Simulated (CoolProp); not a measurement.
Vapour-liquid equilibrium of R152A (1) + methanol (2) at 0.00999 MPa; x and y are mole fractions of (1).

Values from CoolProp's multi-fluid Helmholtz-energy mixture model, Outcalt 1996 and de Reuck 1993; pair parameters Bell 2016.

```json
[
 {"x": "0.05", "bubble temperature (K)": "224.7", "y at the bubble point": "0.991", "dew temperature at overall composition x (K)": "287.4", "liquid density (mol/L)": "26.01"},
 {"x": "0.15", "bubble temperature (K)": "213.9", "y at the bubble point": "0.997", "dew temperature at overall composition x (K)": "285.5", "liquid density (mol/L)": "24.99"},
 {"x": "0.25", "bubble temperature (K)": "212.5", "y at the bubble point": "0.997", "dew temperature at overall composition x (K)": "283.3", "liquid density (mol/L)": "23.77"},
 {"x": "0.35", "bubble temperature (K)": "212.4", "y at the bubble point": "0.997", "dew temperature at overall composition x (K)": "280.9", "liquid density (mol/L)": "22.59"},
 {"x": "0.45", "bubble temperature (K)": "212.3", "y at the bubble point": "0.997", "dew temperature at overall composition x (K)": "278.1", "liquid density (mol/L)": "21.48"},
 {"x": "0.55", "bubble temperature (K)": "212.0", "y at the bubble point": "0.998", "dew temperature at overall composition x (K)": "274.8", "liquid density (mol/L)": "20.45"},
 {"x": "0.65", "bubble temperature (K)": "211.3", "y at the bubble point": "0.998", "dew temperature at overall composition x (K)": "270.9", "liquid density (mol/L)": "19.49"},
 {"x": "0.75", "bubble temperature (K)": "210.3", "y at the bubble point": "0.998", "dew temperature at overall composition x (K)": "265.8", "liquid density (mol/L)": "18.60"},
 {"x": "0.85", "bubble temperature (K)": "209.1", "y at the bubble point": "0.999", "dew temperature at overall composition x (K)": "258.4", "liquid density (mol/L)": "17.76"},
 {"x": "0.95", "bubble temperature (K)": "207.7", "y at the bubble point": "1.000", "dew temperature at overall composition x (K)": "244.0", "liquid density (mol/L)": "16.96"}
]
```

No azeotrope shows between x = 0.05 and 0.95.

The pair parameters rest on a limited set of measurements; away from them the model extrapolates. With so large a gap from Raoult's law the liquid may split in two, which this calculation doesn't test in full.
